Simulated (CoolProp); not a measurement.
A single-stage vapour-compression cycle with c-C4F8 (RC318): evaporating at 309.15 K (dew point), condensing at 354.15 K (bubble point), superheat 10 K, subcooling 5 K, compressor efficiency 0.7, no pressure losses. Each further row changes one setting.

Model: reference Helmholtz-energy equation of state, Platzer 1990, in CoolProp. This equation is an older, rougher fit; its heat capacities, sound speeds and derivatives of the liquid may be far off and weren't checked against measurements.

```csv
case,cooling COP,pressure ratio,discharge temperature (K),refrigerating effect (kJ/kg),volumetric capacity (kJ/m³)
as stated,?,3.14,354.1,59.5,2210
evaporating temperature 314.15 K,3.99,2.71,354.9,?,2700
condensing temperature 349.15 K,4.02,?,349.8,?,2450
subcooling 10 K,3.68,3.14,354.1,65.9,2450
superheat 20 K,3.57,3.14,362.9,?,2420
compressor efficiency 0.6,2.84,3.14,?,59.5,2210
```

Question: Fill in the missing entries.

Answer: 
- as stated, cooling COP: 3.32
- evaporating temperature 314.15 K, refrigerating effect (kJ/kg): 62.9
- condensing temperature 349.15 K, pressure ratio: 2.80
- condensing temperature 349.15 K, refrigerating effect (kJ/kg): 65.8
- superheat 20 K, refrigerating effect (kJ/kg): 68.1
- compressor efficiency 0.6, discharge temperature (K): 356.5

The compression ends wet for: as stated; subcooling 10 K.
